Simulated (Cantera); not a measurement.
Input (Python, Cantera):

```python
import numpy as np
import cantera as ct

gas = ct.Solution("gri30.yaml")
gas.TPX = 2725, 14000, {'CH4': 0.0013, 'H2': 1, 'O2': 0.0084}
reactor = ct.IdealGasConstPressureReactor(gas, energy="off", clone=False)
net = ct.ReactorNet([reactor])
net.rtol, net.atol = 1e-08, 1e-18
show = ['CH4', 'H2', 'O2', 'CO', 'CH2CO', 'HO2', 'C2H4']
times = np.geomspace(3e-05, 5, 11)

steps = ct.SolutionArray(gas, extra=["t"])
rows = []
print(f"{'t/s':>10s}{'T/K':>9s}{'P/Pa':>11s}" + "".join(f"{s:>11s}" for s in show))
for t in times:
    while net.time < t:
        t_next = net.step()
        steps.append(gas.state, t=t_next)
    rows.append([np.interp(t, steps.t, y) for y in (steps.T, steps.P, *steps(*show).X.T)])
    print(f"{t:10.3e}{rows[-1][0]:9.1f}{rows[-1][1]:11.4g}" + "".join(f"{x:11.3e}" for x in rows[-1][2:]))
rate = np.gradient(steps.T, steps.t)
print("integrator steps:", len(steps.t))
if steps.T.max() > steps.T[0] + 200:
    print(f"time of steepest temperature rise: {steps.t[rate.argmax()]:.4e} s")
gas.TPX = 2725, 14000, {'CH4': 0.0013, 'H2': 1, 'O2': 0.0084}
gas.equilibrate("TP")
print(f"equilibrium (TP): T = {gas.T:.1f} K  " + "  ".join(f"{s} {gas[s].X[0]:.3e}" for s in show))
```

It prints:

```
       t/s      T/K       P/Pa        CH4         H2         O2         CO      CH2CO        HO2       C2H4
 3.000e-05   2725.0    1.4e+04  1.103e-03  9.793e-01  5.511e-03  3.758e-06  3.018e-10  1.079e-05  9.165e-08
 9.984e-05   2725.0    1.4e+04  8.447e-04  9.589e-01  5.286e-05  3.091e-05  2.591e-09  5.397e-08  5.173e-07
 3.323e-04   2725.0    1.4e+04  5.830e-04  9.483e-01  2.343e-08  1.185e-04  2.306e-08  5.724e-11  5.240e-07
 1.106e-03   2725.0    1.4e+04  1.370e-04  9.287e-01  5.928e-08  5.510e-04  6.261e-08  1.016e-10  1.054e-07
 3.680e-03   2725.0    1.4e+04  3.135e-06  8.964e-01  1.478e-07  1.201e-03  3.995e-09  1.692e-10  1.257e-09
 1.225e-02   2725.0    1.4e+04  2.298e-12  8.472e-01  3.915e-07  1.203e-03  1.286e-17  2.918e-10  3.531e-20
 4.076e-02   2725.0    1.4e+04  1.449e-12  8.315e-01  4.996e-07  1.192e-03  8.416e-18  3.331e-10  1.805e-20
 1.356e-01   2725.0    1.4e+04  1.445e-12  8.314e-01  5.003e-07  1.192e-03  8.394e-18  3.334e-10  1.797e-20
 4.514e-01   2725.0    1.4e+04  1.445e-12  8.314e-01  5.003e-07  1.192e-03  8.394e-18  3.334e-10  1.797e-20
 1.502e+00   2725.0    1.4e+04  1.445e-12  8.314e-01  5.003e-07  1.192e-03  8.394e-18  3.334e-10  1.797e-20
 5.000e+00   2725.0    1.4e+04  1.445e-12  8.314e-01  5.003e-07  1.192e-03  8.394e-18  3.334e-10  1.797e-20
integrator steps: 1726
equilibrium (TP): T = 2725.0 K  CH4 1.545e-12  H2 8.314e-01  O2 5.003e-07  CO 1.192e-03  CH2CO 8.960e-18  HO2 3.334e-10  C2H4 1.916e-20
```

Detailed kinetics in Cantera: GRI-Mech 3.0 (53 species, 325 reactions).
